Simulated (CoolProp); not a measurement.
Model: reference Helmholtz-energy equation of state, Lemmon 2006, in CoolProp. It is a short technical equation, of lower accuracy than the large ones.

Task: For C2F6 (R116), give the phase and the Z, cv (kJ/(kg K)), fugacity coefficient at 320.4 K and 2.7 MPa; 360.2 K and 2.7 MPa; 400.1 K and 2.7 MPa.

Result: 
- 320.4 K and 2.7 MPa: gas; Z 0.743, cv 0.784, fugacity coefficient 0.791
- 360.2 K and 2.7 MPa: gas; Z 0.851, cv 0.821, fugacity coefficient 0.864
- 400.1 K and 2.7 MPa: gas; Z 0.908, cv 0.863, fugacity coefficient 0.910
